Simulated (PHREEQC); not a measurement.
Make-up at 3.5 °C: 0.11 mol/kgw AgF and 0.00036 mol/kgw HBF4. Closed to the air; pH follows from the charge balance.

Model: ion-association model, wateq4f.dat, run in PHREEQC.

| quantity | before | after |
|---|---|---|
| pH | 5.12 | 0.77 |
| ionic strength (mol/kgw) | 0.0929 | 0.327 |
| F- (mol/kgw) | 0.0924 | 5.38e-5 |
| HF (mol/kgw) | 0.000552 | 0.00598 |
| BF4- (mol/kgw) | 0.000165 | 0.000273 |
| HF2- (mol/kgw) | 0.000159 | 1.06e-6 |

Problem. What was changed between the two runs?
(A) AgF replaced by NaF at the same molality
(B) AgF left out
(C) AgF replaced by H2SiF6 at the same molality
(D) temperature from 3.5 to 70 °C
(E) diluted 5-fold with water

Solution. C, AgF replaced by H2SiF6 at the same molality

No solid was allowed to form. Some of these states are supersaturated (in Quartz (slow to form), Chalcedony (slow to form), for instance). Away from 25 °C the constants follow the database's enthalpies or fits; those with neither stay at their 25 °C values. Real BF4- forms and hydrolyses slowly; the run takes it at equilibrium.
